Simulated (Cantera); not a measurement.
An isothermal, constant-pressure homogeneous reactor starts with NO : N₂ = 1 : 0.89 (molar parts), at 2025 K and 67.5 Torr.

Detailed kinetics in Cantera: GRI-Mech 3.0 (53 species, 325 reactions).

One state of this run: x NO = 0.0690; x N₂ = 0.700; x NO₂ = 3.57e-5; x O₂ = 0.229; x N₂O = 1.63e-6; x O = 0.00130. x: mole fraction; the columns are a selection and need not sum to one.

Q: Which value of t (s) does it belong to?
A. 0.0210
B. 0.0658
C. 6.37
D. 0.00213

A: C, 6.37
